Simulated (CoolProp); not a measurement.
Vapour-liquid equilibrium of CH2F2 (R32) (1) + R152A (2) at 1.49 bar; x and y are mole fractions of (1).

Model: multi-fluid Helmholtz-energy mixture model, Tillner-Roth 1997 and Outcalt 1996; pair parameters Bell 2016, in CoolProp.

```csv
x,bubble temperature (K),y at the bubble point,dew temperature at overall composition x (K),liquid density (mol/L)
0.05,255.5,0.145,[?],15.34
0.2,248.7,0.453,[?],16.32
0.35,[?],0.644,251.1,17.35
0.5,239.2,0.771,247.5,18.45
0.65,235.8,0.862,243.3,19.64
0.8,[?],0.931,238.2,20.94
0.95,230.2,0.984,231.9,22.38
```

Question: What belongs in the gaps?

Answer: 
- 0.05, dew temperature at overall composition x (K): 257.3
- 0.2, dew temperature at overall composition x (K): 254.4
- 0.35, bubble temperature (K): 243.5
- 0.8, bubble temperature (K): 232.8

No azeotrope shows between x = 0.05 and 0.95.

Pair parameters are fitted to limited data, so mixtures are less certain than the pure fluids.
